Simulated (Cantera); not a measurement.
Standard-state values (1 bar) from the NASA 1993 polynomials, evaluated with Cantera. Values are per mole of reaction as written; species without (g) are pure solids or liquids, kept so even where they would boil at 1 bar.

Na2S = 2 Na(g) + S, with ΔH° = 580.7 kJ and ΔS° = 243.1 J/K at 300 K.

Problem. How far is the shortcut ΔG° ≈ ΔH°(300 K) − T·ΔS°(300 K) from the full temperature-dependent value at 375, 400, 425, 450, 475, 500, 525, 550, 575 K?

Solution. 
```csv
T (K),shortcut (kJ),full (kJ),difference (kJ),difference in log10 K,condensed phases
375,489.5,489.6,-0.2,0.02,"Na2S(s), S(s)"
400,483.4,483.6,-0.2,0.02,"Na2S(s), S(l)"
425,477.3,477.5,-0.2,0.02,"Na2S(s), S(l)"
450,471.3,471.4,-0.2,0.02,"Na2S(s), S(l)"
475,465.2,465.4,-0.2,0.02,"Na2S(s), S(l)"
500,459.1,459.3,-0.2,0.02,"Na2S(s), S(l)"
525,453.0,453.2,-0.2,0.02,"Na2S(s), S(l)"
550,446.9,447.2,-0.2,0.02,"Na2S(s), S(l)"
575,440.9,441.1,-0.2,0.02,"Na2S(s), S(l)"
```
The shortcut ignores heat capacities and the phase changes listed.
